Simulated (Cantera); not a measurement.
# Thermodynamics of abatement and gas-phase synthesis, feed HCl + O2 + N2

Charge: 1 mol HCl, 1.2 mol O2, 2.4 mol N2, held at 0.00160 bar.

Equilibrium computed with Cantera from the NASA thermochemical tables; the gas is ideal and each condensed phase is pure. Candidate condensed phases: H2O, NH4Cl; 29 gas species. The numbers say what is thermodynamically allowed, not how fast it happens.

| T (K) | x N2 | x O2 | x HCl | x Cl | x O | x H | x H2O | x OH | x NO |
|---|---|---|---|---|---|---|---|---|---|
| 1450 | 0.517 | 0.249 | 0.177 | 0.0359 | 2.50e-5 | 2.25e-7 | 0.0191 | 0.000114 | 0.000837 |
| 1600 | 0.514 | 0.242 | 0.158 | 0.0554 | 0.000178 | 4.17e-6 | 0.0279 | 0.000484 | 0.00168 |
| 1750 | 0.510 | 0.234 | 0.136 | 0.0762 | 0.000905 | 4.67e-5 | 0.0374 | 0.00159 | 0.00296 |
| 1900 | 0.505 | 0.225 | 0.115 | 0.0967 | 0.00353 | 0.000352 | 0.0458 | 0.00421 | 0.00475 |
| 2050 | 0.498 | 0.212 | 0.0935 | 0.115 | 0.0112 | 0.00193 | 0.0510 | 0.00929 | 0.00699 |
| 2200 | 0.486 | 0.192 | 0.0730 | 0.131 | 0.0296 | 0.00802 | 0.0499 | 0.0172 | 0.00949 |
| 2350 | 0.465 | 0.163 | 0.0525 | 0.143 | 0.0667 | 0.0255 | 0.0394 | 0.0259 | 0.0118 |
| 2500 | 0.433 | 0.124 | 0.0323 | 0.151 | 0.127 | 0.0600 | 0.0215 | 0.0294 | 0.0131 |
x: gas mole fraction; nothing condenses.

From 1450 K to 2500 K nothing is condensed.
